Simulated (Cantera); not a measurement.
A jet of H2 : O2 : N2 = 0.021 : 0.13 : 0.79 (molar parts) at 300 K and 0.390 bar hits a platinum plate 4.8 cm away at a mass flux of 0.046 kg/m²/s; the plate temperature is set and raised in steps from an oxygen-covered start.

Model: Deutschmann's 1995 Pt surface mechanism with GRI-Mech 3.0 gas chemistry, integrated in Cantera. Catalytic surfaces can have several steady states; this one follows from the mechanism file's or the stated starting coverage.

x: mole fraction at the wall; θ: surface coverage.

```csv
plate T (K),wall x H2,wall x O2,wall x H2O,wall x OH,θ free Pt,θ O*,θ OH*
600,0.00134,0.116,0.0407,<1e-8,0.0191,0.973,0.00745
650,0.00132,0.116,0.0405,<1e-8,0.0203,0.975,0.00503
700,[?],0.116,0.0405,<1e-8,0.0233,0.973,0.00373
750,[?],0.115,0.0409,<1e-8,0.0328,0.964,0.00320
800,[?],0.115,0.0413,<1e-8,0.0540,0.943,0.00307
850,[?],0.115,0.0415,<1e-8,0.0877,0.909,0.00299
```

Q: Complete the blanks.

A: 
- 700, wall x H2: 0.00121
- 750, wall x H2: 0.000901
- 800, wall x H2: 0.000576
- 850, wall x H2: 0.000370
